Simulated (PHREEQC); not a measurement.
A solution holds 9.7 mmol/kgw H3BO3, 0.21 mmol/kgw Na2B4O7 and 0.2 mmol/kgw KCl, at 25 °C. Closed to the air; pH follows from the charge balance.

Model: ion-association model, phreeqc.dat, run in PHREEQC.

```
Item                         Value
----------------  ----------------
pH                            7.84
ionic strength    0.000620 mol/kgw
total alkalinity      0.420 meq/kg
```

| species | molality | activity | log γ |
|---|---|---|---|
| H3BO3 | 0.0101 | 0.0101 | 0.000 |
| Na+ | 0.000420 | 0.000408 | -0.012 |
| H2BO3- | 0.000419 | 0.000408 | -0.012 |
| Cl- | 0.000200 | 0.000194 | -0.012 |
| K+ | 0.000200 | 0.000194 | -0.012 |
| OH- | 7.28e-7 | 7.08e-7 | -0.012 |
| H+ | 1.47e-8 | 1.43e-8 | -0.012 |

No solid was allowed to form. Complexes and solids missing from the database can't appear.
